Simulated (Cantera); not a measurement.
A freely propagating, adiabatic, planar premixed flame of 5.16 % C₃H₈, 21.5 % O₂, 73.3 % N₂, equivalence ratio 1.2, unburnt at 598 K and 100.0 Torr; mixture-averaged transport, grid criteria slope 0.08 and curve 0.16, no radiation.

Detailed kinetics in Cantera: GRI-Mech 3.0 (53 species, 325 reactions). GRI-Mech 3.0 was tuned for natural gas; its chemistry of propane as a main component is partial and can be far from experiment. Burning velocities carry a grid error of a few per cent, more on coarse grids.

Q: Predict: laminar burning velocity; thermal thickness; peak x(CH₂); peak x(CO); peak x(CH₃).

A: 
- laminar burning velocity = 212 cm/s
- thermal thickness = 1.52 mm
- peak x(CH₂) = 0.000147
- peak x(CO) = 0.0986
- peak x(CH₃) = 0.00584
